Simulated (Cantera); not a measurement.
A freely propagating, adiabatic, planar premixed flame of CH4 : O2 : N2 = 1 : 2.74 : 11.2 (molar parts), equivalence ratio 0.73, unburnt at 300 K and 770000 Pa; mixture-averaged transport, grid criteria slope 0.08 and curve 0.16, no radiation.

Detailed kinetics in Cantera: GRI-Mech 3.0 (53 species, 325 reactions). Burning velocities carry a grid error of a few per cent, more on coarse grids.

**Question.** How do the results move with these cheaper or finer settings: unity-Lewis-number transport; multicomponent transport; multicomponent+Soret transport; grid criteria slope 0.5, curve 1; grid criteria slope 0.25, curve 0.5; grid criteria slope 0.03, curve 0.06?

**Answer.** 
| setting | laminar burning velocity | thermal thickness | peak x(C2H) | peak x(H2O2) | grid points |
|---|---|---|---|---|---|
| as above | 5.65 cm/s | 0.262 mm | <1e-8 | 4.60e-5 | 134 |
| unity-Lewis-number transport | 5.68 cm/s | 0.254 mm | <1e-8 | 2.50e-5 | 125 |
| multicomponent transport | 5.76 cm/s | 0.263 mm | <1e-8 | 4.51e-5 | 134 |
| multicomponent+Soret transport | 5.69 cm/s | 0.264 mm | <1e-8 | 4.55e-5 | 134 |
| grid criteria slope 0.5, curve 1 | 6.03 cm/s | 0.292 mm | <1e-8 | 4.82e-5 | 36 |
| grid criteria slope 0.25, curve 0.5 | 5.82 cm/s | 0.277 mm | <1e-8 | 4.79e-5 | 53 |
| grid criteria slope 0.03, curve 0.06 | 5.60 cm/s | 0.257 mm | <1e-8 | 4.58e-5 | 315 |
The base run took about 24 core-seconds (a rough figure).
Unity Lewis numbers drop preferential diffusion, which matters most where H2 and H carry the flame; Soret adds thermal diffusion.
